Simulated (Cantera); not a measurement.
## Equilibrium for boron, boron nitride and boron oxide: B2H6 + H2O + H2

A closed system holds: 1 mol B2H6, a varied amount of H2O, 0.38 mol H2, held at 2098.15 K and 1330 Pa.

Cantera equilibrium calculation (NASA polynomials, part measured and part estimated; ideal gas, pure solids and liquids). Candidate condensed phases: B, B2O3, B3O3H3, H2O; 23 gas species. The feed counts by its element totals alone. The tables' values for BH2 are old estimates; treat these amounts as uncertain. Rates play no part.

```tsv
n(H2O) (mol)	x H2	x H2O	x HBO2	x HBO	x B2O3	x BO	x B2O2	x H	n B(s)
1.2	0.788	1.57e-5	0.000280	0.108	0.000604	0.0430	0.0350	0.0237	0.797
1.4	0.772	1.66e-5	0.000322	0.115	0.000757	0.0463	0.0407	0.0234	0.597
1.7	0.751	1.76e-5	0.000379	0.124	0.000986	0.0506	0.0485	0.0231	0.299
2.1	0.739	0.000188	0.00408	0.123	0.0107	0.0507	0.0487	0.0229	0
2.5	0.761	0.00165	0.0246	0.0869	0.0442	0.0352	0.0235	0.0233	0
3.1	0.770	0.0105	0.0725	0.0409	0.0607	0.0165	0.00515	0.0234	0
3.7	0.743	0.0381	0.121	0.0182	0.0469	0.00748	0.00106	0.0230	0
4.5	0.688	0.0964	0.151	0.00831	0.0288	0.00354	0.000238	0.0221	0
5.4	0.629	0.166	0.158	0.00460	0.0182	0.00205	7.98e-5	0.0212	0
6.5	0.567	0.242	0.153	0.00276	0.0118	0.00130	3.18e-5	0.0201	0
7.9	0.503	0.323	0.142	0.00171	0.00762	0.000851	1.37e-5	0.0189	0
```
x: gas mole fraction; n: condensed amount in mol.

From 1.2 mol H2O to 1.7 mol H2O the condensed part is B(s). From 2.1 mol H2O to 7.9 mol H2O nothing is condensed. The main B-bearing gas is HBO at 1.2 mol H2O and HBO2 at 7.9 mol H2O.
